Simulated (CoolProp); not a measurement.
A Linde-Hampson liquefier for dry air: isothermal reversible compression at 300 K from 1 atm to 10 MPa, throttling to 1 atm, return gas leaving the recuperator 0 K below the feed. Each further row changes one setting.

Values from CoolProp's reference Helmholtz-energy equation of state, Lemmon 2000. It is a pseudo-pure fit of the blend.

| case | liquid yield per pass | compression work (kJ/kg of gas) |
|---|---|---|
| as stated | ? | 394 |
| high pressure 20 MPa | ? | ? |
| warm-end temperature 330 K | ? | ? |
| warm-end gap 5 K | ? | 394 |

### Question
Some entries are withheld; supply them.

### Answer

- as stated, liquid yield per pass: 0.047
- high pressure 20 MPa, liquid yield per pass: 0.081
- high pressure 20 MPa, compression work (kJ/kg of gas): 454
- warm-end temperature 330 K, liquid yield per pass: 0.035
- warm-end temperature 330 K, compression work (kJ/kg of gas): 435
- warm-end gap 5 K, liquid yield per pass: 0.036
